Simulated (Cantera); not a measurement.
What does this Cantera script print?

```python
import numpy as np
import cantera as ct

gas_names = [...]  # 151 gases of nasa_gas.yaml made of C, H, N, O, Si
cond_names = """
    C(gr) C6H6(L) C7H8(L) C8H18(L),n-octa H2O(s) H2O(L) Si(cr) Si(L) SiC(b) SiO2(Lqz) SiO2(hqz) SiO2(L)
    Si2N2O(s) Si3N4(a)
""".split()


# ... load() reads the species with a 1 bar reference pressure and builds the phases ...
atoms = {
    'SiC': {'Si': 1, 'C': 1},
    'H2O': {'H': 2, 'O': 1},
    'N2': {'N': 2},
    'O2': {'O': 2},
}
top_T = {'C(gr)': 4500, 'SiC(b)': 3050, 'Si2N2O(s)': 2100, 'Si3N4(a)': 2400}  # K; cautious upper limits of use, not melting points


# ... equilibrate(T, P, feed) seeds the gas with the atoms and calls Mixture.equilibrate('TP', solver="vcs", rtol=1e-11, max_steps=5000) ...
results = []
feed = {'SiC': 1, 'H2O': 0.0012, 'N2': 2.5, 'O2': 2.2}  # mol
P = 100000  # Pa
for T in [975, 1075, 1175, 1275, 1375, 1475, 1575, 1675, 1775, 1875, 1975, 2075]:
    mix = equilibrate(T, P, feed)
    results.append((T, P, feed, dict(zip(mix.species_names, mix.species_moles))))

top = {s: max(r[3][s] / sum(r[3][g] for g in gas_names) for r in results) for s in gas_names}
cols = sorted((s for s in top if top[s] > 0.001), key=lambda s: -top[s])[:7]
seen = [c for c in cond_names if any(r[3].get(c, 0) > 1e-12 for r in results)]
print("log10 of partial pressures in bar; condensed amounts in mol")
print(f"{'T/K':>10s}" + "".join(f"{s[:9]:>10s}" for s in cols + seen))
for T, P, feed, n in results:
    ng = sum(n[g] for g in gas_names)
    print(f"{T:10.4g}" + "".join(f"{np.log10(max(n[s] / ng * P / 1e5, 1e-99)):10.3f}" for s in cols)
          + "".join(f"{n.get(c, 0):10.4g}" for c in seen))
```

It prints:

```
log10 of partial pressures in bar; condensed amounts in mol
       T/K        N2       CO2        O2        NO        CO SiO2(hqz)   SiO2(L)
       975    -0.170    -0.568    -1.267    -4.955   -10.529         1         0
      1075    -0.170    -0.568    -1.267    -4.500    -9.121         1         0
      1175    -0.170    -0.568    -1.268    -4.122    -7.954         1         0
      1275    -0.170    -0.568    -1.268    -3.803    -6.971         1         0
      1375    -0.170    -0.568    -1.269    -3.531    -6.133         1         0
      1475    -0.171    -0.568    -1.269    -3.296    -5.409         1         0
      1575    -0.171    -0.568    -1.271    -3.091    -4.779         1         0
      1675    -0.171    -0.568    -1.272    -2.910    -4.224         1         0
      1775    -0.171    -0.569    -1.274    -2.751    -3.732         0         1
      1875    -0.171    -0.569    -1.276    -2.608    -3.295         0         1
      1975    -0.172    -0.571    -1.277    -2.480    -2.903         0         1
      2075    -0.172    -0.574    -1.276    -2.363    -2.552         0         1
```

Method: chemical equilibrium by Gibbs-energy minimisation in Cantera with the NASA 1993 tables (ideal gas, pure condensed phases). The tables hold silica as quartz up to 1696 K and as liquid above; real silica turns to tridymite and cristobalite and melts near 1996 K.
